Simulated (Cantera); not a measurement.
A closed system holds: 1 mol C₂H₅OH, 0.5 mol H₂O, at 13.3 mbar.

Method: chemical equilibrium by Gibbs-energy minimisation in Cantera with the NASA 1993 tables (ideal gas, pure condensed phases). Candidate condensed phases: C, C₆H₆, C₇H₈, C₈H₁₈, H₂O; 110 gas species. Equilibrium is a limit: real reactors are often held back by kinetics, nucleation or transport.

log p: log10 of the partial pressure in bar; n: condensed amount in mol.

```json
[
 {"T (°C)": "375", "log p H₂": "-2.14", "log p CO": "-3.79", "log p H₂O": "-2.49", "log p CH₄": "-2.84", "log p CO₂": "-2.93", "log p H": "<-13", "log p C₂H₂ (acetylene)": "<-13", "n C(graphite)": "___"},
 {"T (°C)": "475", "log p H₂": "-2.03", "log p CO": "-2.87", "log p H₂O": "-2.91", "log p CH₄": "-3.54", "log p CO₂": "-2.96", "log p H": "-13.56", "log p C₂H₂ (acetylene)": "<-13", "n C(graphite)": "___"},
 {"T (°C)": "575", "log p H₂": "-2.03", "log p CO": "-2.47", "log p H₂O": "-3.63", "log p CH₄": "-4.25", "log p CO₂": "-3.58", "log p H": "-11.73", "log p C₂H₂ (acetylene)": "-13.08", "n C(graphite)": "___"},
 {"T (°C)": "675", "log p H₂": "-2.03", "log p CO": "-2.41", "log p H₂O": "-4.45", "log p CH₄": "-4.83", "log p CO₂": "-4.57", "log p H": "-10.30", "log p C₂H₂ (acetylene)": "-11.62", "n C(graphite)": "0.518"},
 {"T (°C)": "775", "log p H₂": "-2.03", "log p CO": "-2.40", "log p H₂O": "-5.16", "log p CH₄": "-5.29", "log p CO₂": "-5.45", "log p H": "-9.13", "log p C₂H₂ (acetylene)": "-10.44", "n C(graphite)": "0.502"},
 {"T (°C)": "875", "log p H₂": "-2.03", "log p CO": "-2.40", "log p H₂O": "-5.75", "log p CH₄": "-5.68", "log p CO₂": "-6.19", "log p H": "-8.16", "log p C₂H₂ (acetylene)": "-9.46", "n C(graphite)": "0.500"},
 {"T (°C)": "975", "log p H₂": "-2.03", "log p CO": "-2.40", "log p H₂O": "-6.24", "log p CH₄": "-6.01", "log p CO₂": "-6.80", "log p H": "-7.35", "log p C₂H₂ (acetylene)": "-8.64", "n C(graphite)": "0.500"},
 {"T (°C)": "1075", "log p H₂": "-2.03", "log p CO": "-2.40", "log p H₂O": "-6.66", "log p CH₄": "-6.29", "log p CO₂": "-7.32", "log p H": "-6.65", "log p C₂H₂ (acetylene)": "-7.95", "n C(graphite)": "0.500"},
 {"T (°C)": "1175", "log p H₂": "-2.03", "log p CO": "-2.40", "log p H₂O": "-7.02", "log p CH₄": "-6.54", "log p CO₂": "-7.77", "log p H": "-6.05", "log p C₂H₂ (acetylene)": "-7.35", "n C(graphite)": "0.500"},
 {"T (°C)": "1275", "log p H₂": "-2.03", "log p CO": "-2.40", "log p H₂O": "-7.34", "log p CH₄": "-6.75", "log p CO₂": "-8.15", "log p H": "-5.53", "log p C₂H₂ (acetylene)": "-6.83", "n C(graphite)": "0.500"},
 {"T (°C)": "1375", "log p H₂": "-2.03", "log p CO": "-2.40", "log p H₂O": "-7.61", "log p CH₄": "-6.93", "log p CO₂": "-8.49", "log p H": "-5.07", "log p C₂H₂ (acetylene)": "-6.38", "n C(graphite)": "0.500"},
 {"T (°C)": "1475", "log p H₂": "-2.03", "log p CO": "-2.40", "log p H₂O": "-7.86", "log p CH₄": "-7.10", "log p CO₂": "-8.78", "log p H": "-4.66", "log p C₂H₂ (acetylene)": "-5.98", "n C(graphite)": "0.499"},
 {"T (°C)": "1575", "log p H₂": "-2.03", "log p CO": "-2.40", "log p H₂O": "-8.08", "log p CH₄": "-7.25", "log p CO₂": "-9.05", "log p H": "-4.29", "log p C₂H₂ (acetylene)": "-5.62", "n C(graphite)": "0.498"}
]
```

Complete the blanks.


- 375, n C(graphite): 1.28
- 475, n C(graphite): 1.14
- 575, n C(graphite): 0.660
